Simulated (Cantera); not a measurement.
Source: NASA polynomial tables (part measured, part estimated), evaluated in Cantera. Values are per mole of reaction as written; species without (g) are pure solids or liquids, kept so even where they would boil at 1 bar.

11 C2H5OH(g) + 5 Cu ⇌ CO(g) + 7 C3H8(g) + 5 Cu(OH)2

```json
[
 {"T (K)": "300", "ΔH° (kJ)": "-510.4", "ΔS° (J/K)": "-619.3", "ΔG° (kJ)": "-324.6", "log10 K": "56.51"},
 {"T (K)": "373", "ΔH° (kJ)": "?", "ΔS° (J/K)": "?", "ΔG° (kJ)": "?", "log10 K": "?"},
 {"T (K)": "398", "ΔH° (kJ)": "-493.5", "ΔS° (J/K)": "-570.6", "ΔG° (kJ)": "-266.4", "log10 K": "34.97"},
 {"T (K)": "423", "ΔH° (kJ)": "-489.4", "ΔS° (J/K)": "-560.6", "ΔG° (kJ)": "-252.3", "log10 K": "31.15"},
 {"T (K)": "448", "ΔH° (kJ)": "?", "ΔS° (J/K)": "?", "ΔG° (kJ)": "?", "log10 K": "?"},
 {"T (K)": "473", "ΔH° (kJ)": "-481.5", "ΔS° (J/K)": "-542.8", "ΔG° (kJ)": "-224.7", "log10 K": "24.82"}
]
```

Q: Fill in the missing entries.

A: 
- 373, ΔH° (kJ): -497.7
- 373, ΔS° (J/K): -581.4
- 373, ΔG° (kJ): -280.8
- 373, log10 K: 39.33
- 448, ΔH° (kJ): -485.4
- 448, ΔS° (J/K): -551.4
- 448, ΔG° (kJ): -238.4
- 448, log10 K: 27.79
